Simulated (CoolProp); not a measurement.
Nitrogen at 882.04 K and 2.01 MPa flows at 0.085 m/s in a round tube of 1 mm bore and 15 µm roughness, fully developed (64/Re and Nu = 3.66 if laminar; Colebrook and Gnielinski if turbulent). Each further row changes one setting.

Model: reference Helmholtz-energy equation of state, Span 2000, in CoolProp.

| case | Reynolds number | Darcy friction factor | pressure drop (Pa/m) | heat-transfer coefficient (W/(m² K)) | mass flow (kg/h) |
|---|---|---|---|---|---|
| as stated | 16.9 | 3.79 | 104 | 219 | 0.00183 |
| velocity 0.17 m/s | 33.8 | 1.89 | 209 | 219 | 0.00366 |
| diameter 2 mm | 33.8 | 1.89 | 26.1 | 110 | 0.00733 |

Viscosity comes from a separate model (Lemmon 2004). Thermal conductivity comes from a separate model (Lemmon 2004).
